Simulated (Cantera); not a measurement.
# Equilibrium for carbon deposition, reforming and gasification: CH₄ + O₂ + N₂ + NH₃

A closed system holds: 1 mol CH₄, 0.45 mol O₂, 7.1 mol N₂, 0.054 mol NH₃, at 7.30 bar.

Equilibrium computed with Cantera from the NASA thermochemical tables; the gas is ideal and each condensed phase is pure. Candidate condensed phases: C, C₆H₆, C₇H₈, C₈H₁₈, H₂O; 169 gas species. Ions and electrons are included (thermal ionisation). Kinetics and transport are ignored.

| T (K) | x N₂ | x H | x H₂ | x CO | n C(graphite) |
|---|---|---|---|---|---|
| 2000 | 0.702 | 0.000271 | 0.202 | 0.0890 | 0.0362 |
| 2250 | 0.700 | 0.00123 | 0.200 | 0.0890 | 0 |
| 2500 | 0.699 | 0.00414 | 0.198 | 0.0888 | 0 |
| 2750 | 0.696 | 0.0112 | 0.194 | 0.0885 | 0 |
| 3000 | 0.691 | 0.0252 | 0.186 | 0.0879 | 0 |
| 3250 | 0.683 | 0.0492 | 0.171 | 0.0868 | 0 |
| 3500 | 0.670 | 0.0847 | 0.150 | 0.0852 | 0 |
| 3750 | 0.654 | 0.130 | 0.123 | 0.0832 | 0 |
| 4000 | 0.636 | 0.180 | 0.0934 | 0.0808 | 0 |
| 4250 | 0.618 | 0.228 | 0.0655 | 0.0786 | 0 |
| 4500 | 0.603 | 0.266 | 0.0430 | 0.0767 | 0 |
| 4750 | 0.591 | 0.292 | 0.0271 | 0.0752 | 0 |
| 5000 | 0.582 | 0.309 | 0.0168 | 0.0739 | 0 |
x: gas mole fraction; n: condensed amount in mol.

At 2000 K the condensed part is C(graphite). From 2250 K to 5000 K nothing is condensed. The main C-bearing gas is CO throughout.
